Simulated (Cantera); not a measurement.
A closed system holds: 1 mol PbO, 9.5 mol CO, 0.73 mol H₂, equilibrated at 13300 Pa.

Method: chemical equilibrium by Gibbs-energy minimisation in Cantera with the NASA 1993 tables (ideal gas, pure condensed phases). Candidate condensed phases: C, C₆H₆, C₇H₈, C₈H₁₈, H₂O, Pb, PbO, PbO₂, Pb₃O₄; 113 gas species. The numbers say what is thermodynamically allowed, not how fast it happens.

x: gas mole fraction; n: condensed amount in mol.

```json
[
 {"T (°C)": "427", "x CO₂": "0.837", "x CO": "0.0395", "x Pb": "8.36e-9", "x H₂O": "0.0844", "x H₂": "0.0375", "x CH₄": "0.00159", "x H": "<1e-12", "n C(graphite)": "4.37", "n Pb(l)": "1.00"},
 {"T (°C)": "502", "x CO₂": "0.730", "x CO": "0.155", "x Pb": "1.87e-7", "x H₂O": "0.0551", "x H₂": "0.0591", "x CH₄": "0.000952", "x H": "<1e-12", "n C(graphite)": "3.93", "n Pb(l)": "1.000"},
 {"T (°C)": "577", "x CO₂": "0.489", "x CO": "0.413", "x Pb": "2.39e-6", "x H₂O": "0.0273", "x H₂": "0.0704", "x CH₄": "0.000412", "x H": "1.49e-11", "n C(graphite)": "2.82", "n Pb(l)": "1.000"},
 {"T (°C)": "652", "x CO₂": "…", "x CO": "…", "x Pb": "…", "x H₂O": "…", "x H₂": "0.0689", "x CH₄": "…", "x H": "…", "n C(graphite)": "…", "n Pb(l)": "1.000"},
 {"T (°C)": "727", "x CO₂": "0.0927", "x CO": "0.836", "x Pb": "0.000121", "x H₂O": "0.00511", "x H₂": "0.0662", "x CH₄": "3.18e-5", "x H": "1.60e-9", "n C(graphite)": "0", "n Pb(l)": "0.999"},
 {"T (°C)": "802", "x CO₂": "0.0911", "x CO": "0.837", "x Pb": "0.000570", "x H₂O": "0.00656", "x H₂": "0.0648", "x CH₄": "3.51e-6", "x H": "1.02e-8", "n C(graphite)": "0", "n Pb(l)": "0.994"},
 {"T (°C)": "877", "x CO₂": "0.0895", "x CO": "0.837", "x Pb": "0.00217", "x H₂O": "0.00803", "x H₂": "0.0632", "x CH₄": "5.13e-7", "x H": "5.14e-8", "n C(graphite)": "0", "n Pb(l)": "0.978"},
 {"T (°C)": "952", "x CO₂": "0.0876", "x CO": "0.835", "x Pb": "0.00701", "x H₂O": "0.00946", "x H₂": "0.0614", "x CH₄": "9.37e-8", "x H": "2.11e-7", "n C(graphite)": "0", "n Pb(l)": "0.928"},
 {"T (°C)": "1027", "x CO₂": "0.0851", "x CO": "0.825", "x Pb": "0.0197", "x H₂O": "0.0108", "x H₂": "0.0592", "x CH₄": "2.03e-8", "x H": "7.37e-7", "n C(graphite)": "0", "n Pb(l)": "0.795"},
 {"T (°C)": "1102", "x CO₂": "0.0812", "x CO": "0.802", "x Pb": "0.0492", "x H₂O": "0.0117", "x H₂": "0.0561", "x CH₄": "4.90e-9", "x H": "2.22e-6", "n C(graphite)": "0", "n Pb(l)": "0.470"},
 {"T (°C)": "1177", "x CO₂": "0.0766", "x CO": "0.769", "x Pb": "0.0890", "x H₂O": "0.0124", "x H₂": "0.0526", "x CH₄": "…", "x H": "…", "n C(graphite)": "0", "n Pb(l)": "0"},
 {"T (°C)": "1252", "x CO₂": "0.0755", "x CO": "0.770", "x Pb": "0.0890", "x H₂O": "0.0136", "x H₂": "0.0514", "x CH₄": "4.51e-10", "x H": "1.47e-5", "n C(graphite)": "0", "n Pb(l)": "0"},
 {"T (°C)": "1327", "x CO₂": "0.0744", "x CO": "0.772", "x Pb": "0.0890", "x H₂O": "0.0146", "x H₂": "0.0504", "x CH₄": "1.71e-10", "x H": "3.34e-5", "n C(graphite)": "0", "n Pb(l)": "0"}
]
```

### Question
Fill in the missing entries.

### Answer

- 652, x CO₂: 0.205
- 652, x CO: 0.716
- 652, x Pb: 2.00e-5
- 652, x H₂O: 0.00978
- 652, x CH₄: 0.000144
- 652, x H: 1.87e-10
- 652, n C(graphite): 0.987
- 1177, x CH₄: 1.31e-9
- 1177, x H: 5.94e-6
